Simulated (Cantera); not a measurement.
Feed: 1 mol Si, 2.7 mol F₂, 0.36 mol H₂, equilibrated at 1548 K and 133 Pa.

Cantera equilibrium calculation (NASA polynomials, part measured and part estimated; ideal gas, pure solids and liquids). Candidate condensed phases: Si; 25 gas species. The numbers say what is thermodynamically allowed, not how fast it happens.

Base state: SiF₄ 0.417, HF 0.300, F 0.283 (mole fractions); condensed: gas only.

Question: What changes in the equilibrium state with this change: temperature from 1548 K to 873 K?

Answer: 
```csv
species,before,after
SiF₄,0.417,0.445
HF,0.300,0.320
F,0.283,0.166
F₂,9.50e-6,0.0681
```
